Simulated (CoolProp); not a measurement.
Vapour pressure (MPa) of fluorine: the reference equation beside estimates from Tc = -128.7 °C, pc = 5.240 MPa, ω = 0.045. Clausius-Clapeyron is anchored at -150.45 °C with a constant enthalpy of vaporisation of 4.644 kJ/mol.

Values from CoolProp's reference Helmholtz-energy equation of state, de Reuck 1990.

```
T (°C)   reference  Lee-Kesler  Clausius-Clapeyron  van der Waals  Peng-Robinson
-------  ---------  ----------  ------------------  -------------  -------------
-160.65      1.046       1.055               1.254          1.774          1.056
-158.05      1.229       1.238               1.403          1.974          1.240
-155.55      1.425       1.434               1.555          2.179          1.439
-153.05      1.643       1.652               1.717          2.397          1.659
-150.45      1.895       1.903               1.895          2.638          1.912
-147.95      2.161       2.169               2.075          2.884          2.181
-145.35      2.466       2.473               2.272          3.153          2.489
-142.85      2.788       2.794               2.471          3.427          2.813
-140.25      3.153       3.159               2.687          3.726          3.182
-137.75      3.538       3.543               2.904          4.028          3.567
-135.15      3.973       3.979               3.138          4.358          4.003
```

Absolute difference from the reference over all 11 rows, mean and median: Lee-Kesler 0.4 and 0.4 %, Clausius-Clapeyron 11.3 and 11.4 %, van der Waals 35.8 and 33.5 %, Peng-Robinson 0.9 and 0.9 %.
